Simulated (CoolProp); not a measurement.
R245fa at 412.88 K and 4.53 MPa flows at 12 m/s in a round tube of 6 mm bore and 0.25 µm roughness, fully developed (64/Re and Nu = 3.66 if laminar; Colebrook and Gnielinski if turbulent). Each further row changes one setting.

Values from CoolProp's reference Helmholtz-energy equation of state, Akasaka 2015.

| case | Reynolds number | Darcy friction factor | pressure drop (Pa/m) | heat-transfer coefficient (W/(m² K)) | mass flow (kg/h) |
|---|---|---|---|---|---|
| as stated | 604000 | 0.0134 | 150000 | 21000 | 1140 |
| velocity 24 m/s | 1210000 | 0.0122 | 550000 | 39100 | 2290 |
| diameter 12 mm | 1210000 | 0.0118 | 66300 | 19000 | 4580 |

Viscosity comes from a separate model (Bell 2016), an estimate that may be off by 10 % or more. Thermal conductivity comes from a separate model (Huber 2003), an estimate that may be off by 10 % or more.
